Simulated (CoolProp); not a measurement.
A single-stage vapour-compression cycle with the fluid: evaporating at 309.15 K (dew point), condensing at 346.15 K (bubble point), superheat 8 K, subcooling 8 K, compressor efficiency 0.65, no pressure losses. The same conditions are run with several fluids, on thermodynamics alone (safety and materials aside).

The numbers come from the reference Helmholtz-energy equation of state of each fluid (R124: de Vries 1995; dimethyl ether: Wu 2011; R113: Marx 1992; R22: Kamei 1995; cis-2-butene: Lemmon 2005; dimethyl carbonate: Zhou 2011) in CoolProp.

| fluid | cooling COP | pressure ratio | discharge temperature (K) | refrigerating effect (kJ/kg) | volumetric capacity (kJ/m³) |
|---|---|---|---|---|---|
| R124 | ? | ? | ? | 112 | 3490 |
| dimethyl ether | ? | 2.41 | 371.6 | 322 | 5180 |
| R113 | 5.00 | 3.23 | 356.7 | 126 | 625 |
| R22 | 4.30 | 2.29 | 378.4 | 138 | 7800 |
| cis-2-butene | ? | 2.64 | 365.3 | 325 | ? |
| dimethyl carbonate | 5.13 | ? | 373.1 | 367 | 157 |

**Question.** Complete the blanks.

**Answer.** 
- R124, cooling COP: 4.65
- R124, pressure ratio: 2.55
- R124, discharge temperature (K): 359.0
- dimethyl ether, cooling COP: 4.71
- cis-2-butene, cooling COP: 4.92
- cis-2-butene, volumetric capacity (kJ/m³): 2250
- dimethyl carbonate, pressure ratio: 4.56
